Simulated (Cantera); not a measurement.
Cantera run:

```python
import numpy as np
import cantera as ct

gas_names = """
    Cu CuF CuF2 Cu2 F F2 N NF NF2 NF3 N2
""".split()
cond_names = """
    Cu(cr) Cu(L) CuF2(s) CuF2(L)
""".split()


# ... load() reads the species with a 1 bar reference pressure and builds the phases ...
atoms = {
    'Cu': {'Cu': 1},
    'F2': {'F': 2},
    'N2': {'N': 2},
}
top_T = {}  # K; cautious upper limits of use, not melting points


# ... equilibrate(T, P, feed) seeds the gas with the atoms and calls Mixture.equilibrate('TP', solver="vcs", rtol=1e-11, max_steps=5000) ...
results = []
feed = {'Cu': 1, 'F2': 0.39, 'N2': 0.79}  # mol
T = 1375  # K
for P in [1, 5.2, 27, 140, 720, 3700, 19000, 100000]:
    mix = equilibrate(T, P, feed)
    results.append((T, P, feed, dict(zip(mix.species_names, mix.species_moles))))

top = {s: max(r[3][s] / sum(r[3][g] for g in gas_names) for r in results) for s in gas_names}
cols = sorted((s for s in top if top[s] > 1e-06), key=lambda s: -top[s])[:5]
seen = [c for c in cond_names if any(r[3].get(c, 0) > 1e-12 for r in results)]
print("log10 of partial pressures in bar; condensed amounts in mol")
print(f"{'P/Pa':>10s}" + "".join(f"{s[:9]:>10s}" for s in cols + seen))
for T, P, feed, n in results:
    ng = sum(n[g] for g in gas_names)
    print(f"{P:10.4g}" + "".join(f"{np.log10(max(n[s] / ng * P / 1e5, 1e-99)):10.3f}" for s in cols)
          + "".join(f"{n.get(c, 0):10.4g}" for c in seen))
```

It prints:

```
log10 of partial pressures in bar; condensed amounts in mol
      P/Pa        N2       CuF      CuF2        Cu       Cu2     Cu(L)   CuF2(L)
         1    -5.336    -5.341    -9.156    -6.085    -9.877   0.07933         0
       5.2    -4.589    -4.595    -7.664    -6.085    -9.877    0.1954         0
        27    -3.867    -3.877    -6.227    -6.085    -9.877    0.2187         0
       140    -3.148    -3.172    -4.819    -6.085    -9.877     0.236         0
       720    -2.422    -2.510    -3.493    -6.085    -9.877    0.2869         0
      3700    -1.680    -1.936    -2.345    -6.085    -9.877    0.3907         0
   1.9e+04    -0.799    -1.720    -1.915    -6.085    -9.877    0.5626    0.2821
     1e+05    -0.014    -1.720    -1.915    -6.085    -9.877    0.6022    0.3723
```

Equilibrium computed with Cantera from the NASA thermochemical tables; the gas is ideal and each condensed phase is pure. Each liquid is taken as pure. Mutual solubility and eutectic melting of coexisting phases are not modelled.
